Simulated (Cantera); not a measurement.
Feed: 1 mol SiC, 0.34 mol N₂, equilibrated at 230 Pa.

Cantera equilibrium calculation (NASA polynomials, part measured and part estimated; ideal gas, pure solids and liquids). Candidate condensed phases: C, Si, SiC, Si₃N₄; 20 gas species. The numbers say what is thermodynamically allowed, not how fast it happens.

Q: Which condensed phases are stable at each of these points (T (K)): 1925, 2025, 2125, 2225, 2325, 2425, 2525, 2625, 2725, 2825, 2925?

A: 
```tsv
T (K)	condensed phases	Si condensed (%)
1925	C(graphite) + SiC(s)	100.0
2025	C(graphite) + SiC(s)	99.9
2125	C(graphite) + SiC(s)	99.7
2225	C(graphite) + SiC(s)	99.0
2325	C(graphite) + SiC(s)	96.1
2425	C(graphite) + SiC(s)	83.4
2525	C(graphite)	0.0
2625	C(graphite)	0.0
2725	C(graphite)	0.0
2825	C(graphite)	0.0
2925	gas only	0.0
```

From 1925 K to 2425 K the condensed part is C(graphite) + SiC(s). From 2525 K to 2825 K the condensed part is C(graphite). At 2925 K nothing is condensed.
